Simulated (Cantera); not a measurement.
An adiabatic, constant-volume homogeneous reactor starts with 37.4 % CO, 8.22 % H₂, 11.4 % O₂, 43.0 % N₂, equivalence ratio 2.0, at 1750 K and 10.0 bar.

Computed with Cantera and GRI-Mech 3.0 (53 species, 325 reactions). The hydrogen kinetics of GRI-Mech 3.0 are dated; newer H2 mechanisms differ, most at raised pressure. Above 3000 K some thermodynamic fits are extrapolated.

Task: Predict: time of steepest temperature rise; temperature at 1.00 s; equilibrium temperature; x(CO) at 1.00 s; x(H₂) at 1.00 s; x(O₂) at 1.00 s; x(NO) at 1.00 s; x(HO₂) at 1.00 s.

Result: 
```
Property                                                             Value
---------------------------------  ---------------------------------------
time of steepest temperature rise                                  1.20 µs
temperature at 1.00 s                                               3233 K
equilibrium temperature                                             3233 K
x(CO) at 1.00 s                        0.269 (gas-phase equilibrium 0.269)
x(H₂) at 1.00 s                      0.0153 (gas-phase equilibrium 0.0153)
x(O₂) at 1.00 s                    0.00859 (gas-phase equilibrium 0.00859)
x(NO) at 1.00 s                    0.00969 (gas-phase equilibrium 0.00969)
x(HO₂) at 1.00 s                   9.15e-6 (gas-phase equilibrium 9.15e-6)
```
